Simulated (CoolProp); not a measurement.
Vapour-liquid equilibrium of n-hexane (1) + benzene (2) at 357 K; x and y are mole fractions of (1).

Computed with CoolProp (multi-fluid Helmholtz-energy mixture model, Thol 2019 and Thol 2012; pair parameters Bell 2016).

```csv
x,bubble pressure (kPa),y at the bubble point,dew pressure at overall composition x (kPa),liquid density (mol/L)
0.05,120.5,0.100,117.0,10.12
0.2,135.5,0.308,127.6,9.454
0.35,145.4,0.451,138.5,8.863
0.5,152.0,0.571,148.3,8.336
0.65,156.5,0.687,155.3,7.864
0.8,158.9,0.811,158.8,7.441
0.95,159.5,0.949,159.5,7.059
```

y crosses x between x = 0.8 and 0.95: the model has an azeotrope there.

Pair parameters are fitted to limited data, so mixtures are less certain than the pure fluids.
